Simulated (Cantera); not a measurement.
An isothermal, constant-pressure homogeneous reactor starts with 7.19 % H₂, 7.73 % O₂, 85.1 % N₂, equivalence ratio 0.47, at 1000 K and 308 Torr.

Computed with Cantera and the H2/O2 subset of GRI-Mech 3.0, which has no nitrogen chemistry. The temperature is held fixed by assumption; the heat of reaction is taken as removed at once.

x: mole fraction; the columns are a selection and need not sum to one.

| t (s) | x H₂ | x O₂ | x HO₂ | x H₂O | x OH |
|---|---|---|---|---|---|
| 1.00e-6 | 0.0719 | 0.0773 | 1.67e-12 | <1e-12 | <1e-12 |
| 5.24e-6 | 0.0719 | 0.0773 | 8.91e-12 | <1e-12 | <1e-12 |
| 2.75e-5 | 0.0719 | 0.0773 | 5.15e-11 | 1.38e-11 | 2.63e-12 |
| 0.000144 | 0.0719 | 0.0773 | 6.11e-10 | 1.21e-9 | 6.20e-11 |
| 0.000756 | 0.0716 | 0.0772 | 1.85e-5 | 0.000217 | ___ |
| 0.00397 | 0.000913 | 0.0433 | 1.01e-5 | 0.0736 | ___ |
| 0.0208 | 0.000168 | 0.0430 | 3.58e-6 | 0.0744 | ___ |
| 0.109 | 1.77e-5 | 0.0429 | 5.52e-7 | 0.0746 | ___ |
| 0.572 | 2.52e-7 | 0.0429 | 1.09e-8 | 0.0746 | ___ |
| 3.00 | 8.22e-10 | 0.0429 | 5.07e-10 | 0.0746 | ___ |

Task: Complete the blanks.

Result: 
- 0.000756, x OH: 1.00e-5
- 0.00397, x OH: 4.42e-5
- 0.0208, x OH: 8.33e-6
- 0.109, x OH: 2.66e-6
- 0.572, x OH: 1.05e-6
- 3.00, x OH: 4.26e-7
